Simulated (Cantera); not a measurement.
Charge: 1 mol C2H2, 1.4 mol O2, equilibrated at 1825 K and 610000 Pa.

These are equilibrium values from Cantera (NASA tables, ideal gas, pure condensed phases), not measurements of a reactor. Candidate condensed phases: C, C6H6, C7H8, C8H18, H2O; 110 gas species. The numbers say what is thermodynamically allowed, not how fast it happens.

Base state: CO 0.551, H2 0.183, H2O 0.151, CO2 0.116, H 7.62e-5 (mole fractions); condensed: gas only.

Task: What changes in the equilibrium state with this change: O2 from 1.4 to 0.0094 mol?

Result: 
```tsv
species	before	after
H2	0.183	0.977
CO	0.551	0.0185
CH4	1.48e-7	0.00413
H2O	0.151	2.78e-5
CO2	0.116	1.34e-7
C2H2 (acetylene)	<1e-9	0.000210
C2H4	<1e-9	2.47e-5
CH3	1.25e-9	1.50e-5
H	7.62e-5	0.000176
C(graphite), mol	0	1.98
```

Task: What changes in the equilibrium state with this change: temperature from 1825 K to 2523 K?

Result: 
| species | before | after |
|---|---|---|
| CO | 0.551 | 0.569 |
| H2O | 0.151 | 0.169 |
| H2 | 0.183 | 0.161 |
| CO2 | 0.116 | 0.0957 |
| O | 1.41e-9 | 1.86e-5 |
| OH | 4.40e-6 | 0.00101 |
| H | 7.62e-5 | 0.00451 |
